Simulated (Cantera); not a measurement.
An isothermal, constant-pressure homogeneous reactor starts with CO : O₂ : H₂O : N₂ = 0.005 : 0.011 : 0.041 : 3.1 (molar parts), equivalence ratio 0.23, at 1150 K and 105 Torr.

Model: GRI-Mech 3.0 (53 species, 325 reactions), integrated in Cantera.

x: mole fraction; the columns are a selection and need not sum to one.

```json
[
 {"t (s)": "1.00e-6", "x CO": "0.00158", "x O₂": "0.00348", "x H₂O": "0.0130", "x H": "<1e-12", "x N₂O": "<1e-12"},
 {"t (s)": "6.77e-6", "x CO": "0.00158", "x O₂": "0.00348", "x H₂O": "0.0130", "x H": "<1e-12", "x N₂O": "<1e-12"},
 {"t (s)": "4.59e-5", "x CO": "0.00158", "x O₂": "0.00348", "x H₂O": "0.0130", "x H": "<1e-12", "x N₂O": "<1e-12"},
 {"t (s)": "0.000311", "x CO": "0.00158", "x O₂": "0.00348", "x H₂O": "0.0130", "x H": "<1e-12", "x N₂O": "<1e-12"},
 {"t (s)": "0.00210", "x CO": "0.00158", "x O₂": "0.00348", "x H₂O": "0.0130", "x H": "3.60e-12", "x N₂O": "<1e-12"},
 {"t (s)": "0.0143", "x CO": "0.00158", "x O₂": "0.00348", "x H₂O": "0.0130", "x H": "3.52e-10", "x N₂O": "<1e-12"},
 {"t (s)": "0.0965", "x CO": "0.000799", "x O₂": "0.00316", "x H₂O": "0.0127", "x H": "0.000173", "x N₂O": "1.11e-8"},
 {"t (s)": "0.654", "x CO": "2.76e-6", "x O₂": "0.00269", "x H₂O": "0.0130", "x H": "1.08e-6", "x N₂O": "3.45e-8"},
 {"t (s)": "4.43", "x CO": "…", "x O₂": "0.00269", "x H₂O": "0.0130", "x H": "…", "x N₂O": "…"},
 {"t (s)": "30.0", "x CO": "3.01e-9", "x O₂": "0.00269", "x H₂O": "0.0130", "x H": "1.70e-10", "x N₂O": "2.77e-8"}
]
```

Q: What belongs in the gaps?

A: 
- 4.43, x CO: 5.02e-8
- 4.43, x H: 5.83e-9
- 4.43, x N₂O: 3.93e-8
